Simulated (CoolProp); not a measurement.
Hydrogen chloride at 293.15 K and 0.909 MPa is throttled through a valve to 0.561 MPa with no heat exchange. Each further row changes one setting.

Model: reference Helmholtz-energy equation of state, Thol 2018, in CoolProp.

| case | temperature change (K) | final density (kg/m³) |
|---|---|---|
| as stated | -5.7 | 8.90 |
| outlet pressure 0.168 MPa | [?] | [?] |
| outlet pressure 0.729 MPa | [?] | [?] |

Question: Complete the blanks.

Answer: 
- outlet pressure 0.168 MPa, temperature change (K): -12.7
- outlet pressure 0.168 MPa, final density (kg/m³): 2.66
- outlet pressure 0.729 MPa, temperature change (K): -2.9
- outlet pressure 0.729 MPa, final density (kg/m³): 11.6
